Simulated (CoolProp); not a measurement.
Vapour-liquid equilibrium of isobutene (1) + acetone (2) at 63.25 °C; x and y are mole fractions of (1).

Computed with CoolProp (multi-fluid Helmholtz-energy mixture model, Lemmon 2005 and Lemmon 2006; pair parameters Bell 2016).

**Question.** Give the bubble pressure and the first vapour's composition at x = 0.05, 0.2, 0.65. Is there an azeotrope?

**Answer.** x = 0.05: 2.049 bar, y = 0.385; x = 0.2: 3.942 bar, y = 0.707; x = 0.65: 6.838 bar, y = 0.883. No azeotrope shows between x = 0.05 and 0.95.

The pair parameters rest on a limited set of measurements; away from them the model extrapolates.
